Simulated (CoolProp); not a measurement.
Vapour-liquid equilibrium of propylene (1) + R114 (2) at 787 kPa; x and y are mole fractions of (1).

Computed with CoolProp (multi-fluid Helmholtz-energy mixture model, Lemmon 2013 and Platzer 1990; pair parameters Bell 2016). This equation is an older, rougher fit; its heat capacities, sound speeds and derivatives of the liquid may be far off and weren't checked against measurements.

```tsv
x	bubble temperature (K)	y at the bubble point	dew temperature at overall composition x (K)	liquid density (mol/L)
0.05	339.0	0.165	343.8	7.804
0.15	326.7	0.422	339.6	8.292
0.25	316.7	0.593	335.2	8.760
0.35	308.8	0.706	330.4	9.211
0.45	302.7	0.782	325.2	9.655
0.55	297.9	0.836	319.4	10.11
0.65	294.0	0.878	312.8	10.58
0.75	290.7	0.914	305.3	11.08
0.85	287.7	0.948	296.7	11.64
0.95	284.9	0.982	287.5	12.26
```

No azeotrope shows between x = 0.05 and 0.95.

Pair parameters are fitted to limited data, so mixtures are less certain than the pure fluids.
